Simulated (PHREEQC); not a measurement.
Solution (25 °C): 0.19 mol HNO3, 0.0098 mol CuSO4 and 0.0041 mol MnSO4 per kg of water. Closed to the air; pH follows from the charge balance.

Computed with PHREEQC (ion-association model, wateq4f.dat).

```
quantity                           before     after
-------------------------------  --------  --------
pH                                   0.85      2.75
ionic strength (mol/kgw)            0.221   0.00241
HSO4- (mol/kgw)                    0.0113   1.77e-5
SO4-2 (mol/kgw)                   0.00210  0.000119
CuSO4 (mol/kgw)                  0.000346   1.54e-6
SI of Chalcanthite (CuSO4:5H2O)     -3.12     -5.48
SI of Tenorite (CuO)                -8.45     -6.23
```

Q: Which change was made?
A. CuSO4 from 0.0098 to 0.00098 mol/kgw
B. HNO3 from 0.19 to 0.285 mol/kgw
C. diluted 100-fold with water
D. temperature from 25 to 45 °C
E. HNO3 from 0.19 to 0.038 mol/kgw

A: C, diluted 100-fold with water

No solid was allowed to form.
